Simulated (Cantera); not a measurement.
What does this Cantera script print?

```python
import numpy as np
import cantera as ct

gas_names = """
    CL CL2 H HCL H2 N NH NH2 NH3 N2 N2H2 N2H4 Si SiCL SiCL2 SiCL3 SiCL4 SiH SiHCL3 SiH2 SiH2CL2 SiH3
    SiH3CL SiH4 SiN Si2 Si2N Si3
""".split()
cond_names = """
    NH4CL(a) NH4CL(b) Si(cr) Si(L) Si3N4(a)
""".split()


def load(file, names, dense=False):
    # The tables refer to 1 bar. Condensed volumes are neglected.
    table = {s.name: s for s in ct.Species.list_from_file(file)}
    out = []
    for n in names:
        d = dict(table[n].input_data)
        d["thermo"] = dict(d["thermo"], **{"reference-pressure": 1e5})
        if dense:
            d["equation-of-state"] = {"model": "constant-volume", "density": "1e6 g/cm^3"}
        out.append(ct.Species.from_dict(d))
    return out


gas = ct.Solution(thermo="ideal-gas", species=load("nasa_gas.yaml", gas_names))
cond = {s.name: ct.Solution(thermo="fixed-stoichiometry", species=[s], name=s.name)
        for s in load("nasa_condensed.yaml", cond_names, dense=True)}
atoms = {
    'SiH2Cl2': {'Si': 1, 'H': 2, 'CL': 2},
    'NH3': {'N': 1, 'H': 3},
}
top_T = {'Si3N4(a)': 2400}  # K; cautious upper limits of use, not melting points


def equilibrate(T, P, feed):
    n = {}
    for name, mol in feed.items():
        for a, k in atoms[name].items():
            n[a] = n.get(a, 0.0) + k * mol
    gas.TPX = T, P, n
    mass = sum(n.values()) * gas.mean_molecular_weight
    gas.equilibrate("TP")
    valid = [c for c in cond.values() if c.min_temp <= T <= top_T.get(c.name, c.max_temp)]
    mix = ct.Mixture([(gas, mass / gas.mean_molecular_weight)] + [(c, 0.0) for c in valid])
    mix.T, mix.P = T, P
    mix.equilibrate("TP", solver="vcs", rtol=1e-11, max_steps=5000)
    return mix


results = []
feed = {'SiH2Cl2': 1, 'NH3': 46}  # mol
P = 1000  # Pa
for T in [700, 850, 1000, 1150, 1300, 1450, 1600, 1750, 1900, 2050]:
    mix = equilibrate(T, P, feed)
    results.append((T, P, feed, dict(zip(mix.species_names, mix.species_moles))))
    x = sorted(zip(gas.X, gas.species_names), reverse=True)
    print(f"T = {T:g} K  P = {P:g} Pa  gas = {mix.phase_moles(0):.4g} mol")
    print("   x: " + "  ".join(f"{s} {v:.3e}" for v, s in x if v > 0.0001))
    print("   condensed (mol): " + ("  ".join(f"{mix.phase(i).name} {mix.phase_moles(i):.4g}"
          for i in range(1, mix.n_phases) if mix.phase_moles(i) > 1e-12) or "none"))
```

It prints:

```
T = 700 K  P = 1000 Pa  gas = 93.33 mol
   x: H2 7.393e-01  N2 2.393e-01  HCL 2.143e-02
   condensed (mol): Si3N4(a) 0.3333
T = 850 K  P = 1000 Pa  gas = 93.33 mol
   x: H2 7.393e-01  N2 2.393e-01  HCL 2.143e-02
   condensed (mol): Si3N4(a) 0.3333
T = 1000 K  P = 1000 Pa  gas = 93.33 mol
   x: H2 7.393e-01  N2 2.393e-01  HCL 2.143e-02
   condensed (mol): Si3N4(a) 0.3333
T = 1150 K  P = 1000 Pa  gas = 93.33 mol
   x: H2 7.393e-01  N2 2.393e-01  HCL 2.143e-02
   condensed (mol): Si3N4(a) 0.3333
T = 1300 K  P = 1000 Pa  gas = 93.33 mol
   x: H2 7.393e-01  N2 2.393e-01  HCL 2.142e-02
   condensed (mol): Si3N4(a) 0.3331
T = 1450 K  P = 1000 Pa  gas = 93.34 mol
   x: H2 7.393e-01  N2 2.393e-01  HCL 2.128e-02
   condensed (mol): Si3N4(a) 0.3311
T = 1600 K  P = 1000 Pa  gas = 93.39 mol
   x: H2 7.391e-01  N2 2.395e-01  HCL 2.043e-02  SiCL2 4.862e-04  H 4.674e-04
   condensed (mol): Si3N4(a) 0.318
T = 1750 K  P = 1000 Pa  gas = 94.11 mol
   x: H2 7.337e-01  N2 2.444e-01  HCL 1.818e-02  H 1.992e-03  SiCL2 1.496e-03  Si 1.501e-04
   condensed (mol): Si(L) 0.8365
T = 1900 K  P = 1000 Pa  gas = 94.46 mol
   x: H2 7.284e-01  N2 2.435e-01  HCL 1.839e-02  H 6.773e-03  Si 1.261e-03  SiCL2 1.257e-03  SiCL 1.341e-04  CL 1.291e-04
   condensed (mol): Si(L) 0.7264
T = 2050 K  P = 1000 Pa  gas = 95.73 mol
   x: H2 7.123e-01  N2 2.402e-01  H 1.915e-02  HCL 1.807e-02  Si 7.728e-03  SiCL2 1.037e-03  SiH 3.946e-04  SiCL 3.888e-04  CL 3.595e-04  Si2N 1.101e-04
   condensed (mol): Si(L) 0.02422
```

Cantera equilibrium calculation (NASA polynomials, part measured and part estimated; ideal gas, pure solids and liquids). The tables' values for SiCl, SiN are old estimates; treat these amounts as uncertain. Gases not in the tables: Si2H6 and higher silanes.
